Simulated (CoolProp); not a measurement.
CHF3 (R23) along the isobar 736 kPa: density (kg/m³) from the reference equation and from simpler models built on Tc = 299.3 K, pc = 4832 kPa, ω = 0.263; each cubic takes its own stable root.

The numbers come from the reference Helmholtz-energy equation of state, Penoncello 2003 in CoolProp.

```
T (K)   phase  reference
-----  ------  ---------
129.9  liquid       1664
135    liquid       1647
140.1  liquid       1629
145.2  liquid       1612
150.3  liquid       1594
155.4  liquid       1577
160.6  liquid       1558
165.7  liquid       1540
170.8  liquid       1522
175.9  liquid       1504
181    liquid       1485
186.1  liquid       1466
191.2  liquid       1447
196.3  liquid       1427
201.4  liquid       1407
206.6  liquid       1387
```

Problem. How far does each simpler model (van der Waals, Redlich-Kwong, Peng-Robinson) lie from the reference over these 16 states: mean and median of the absolute difference, and the worst?

Solution. 
- van der Waals: mean 50.6 %, median 43.9 %, worst -97.5 % at 206.6 K and 736 kPa
- Redlich-Kwong: mean 17.2 %, median 17.1 %, worst -18.0 % at 206.6 K and 736 kPa
- Peng-Robinson: mean 4.1 %, median 3.9 %, worst -5.8 % at 129.9 K and 736 kPa

At some of these states van der Waals gives the other phase, because its saturation line lies elsewhere.
